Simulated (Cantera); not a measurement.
Feed: 1 mol MgO, 0.87 mol CO, equilibrated at 1075 K and 48.0 mbar.

Method: chemical equilibrium by Gibbs-energy minimisation in Cantera with the NASA 1993 tables (ideal gas, pure condensed phases). Equilibrium is a limit: real reactors are often held back by kinetics, nucleation or transport.

| species | before | after |
|---|---|---|
| CO | 0.994 | 0.990 |
| CO₂ | 0.00644 | 0.0104 |
| C(graphite), mol | 0.00557 | 0.00898 |
| MgO(s), mol | 1.00 | 1.00 |
Gas species are given as mole fractions.

Question: Name the change that produced these shifts.
A) temperature from 1075 K to 1250 K
B) temperature from 1075 K to 2025 K
C) temperature from 1075 K to 1048 K
D) pressure from 48.0 mbar to 10.0 mbar

Answer: C, temperature from 1075 K to 1048 K
